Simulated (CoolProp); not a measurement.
Saturation properties of nitrous oxide (Tc = 309.5 K, pc = 72.45 bar, ω = 0.161).

Model: reference Helmholtz-energy equation of state, Lemmon 2006, in CoolProp. It is a short technical equation, of lower accuracy than the large ones.

| T (K) | p (bar) | liquid density (kg/m³) | vapour density (kg/m³) | liquid cp (kJ/(kg K)) | surface tension (mN/m) |
|---|---|---|---|---|---|
| 222.2 | 6.239 | 1113 | 16.41 | 1.796 | 15.4 |
| 231.6 | 8.883 | 1080 | 23.08 | 1.836 | 13.5 |
| 240.9 | 12.24 | 1046 | 31.64 | 1.889 | 11.6 |
| 250.3 | 16.49 | 1010 | 42.77 | 1.959 | 9.68 |
| 259.6 | 21.67 | 970.7 | 56.89 | 2.054 | 7.88 |
| 269 | 28.02 | 927.6 | 75.32 | 2.191 | 6.13 |
| 278.3 | 35.55 | 879.9 | 99.27 | 2.402 | 4.48 |
| 287.7 | 44.57 | 823.7 | 132.3 | 2.786 | 2.91 |

It boils at 184.7 K under 1 atm.

Surface tension comes from a separate correlation (Mulero 2012).
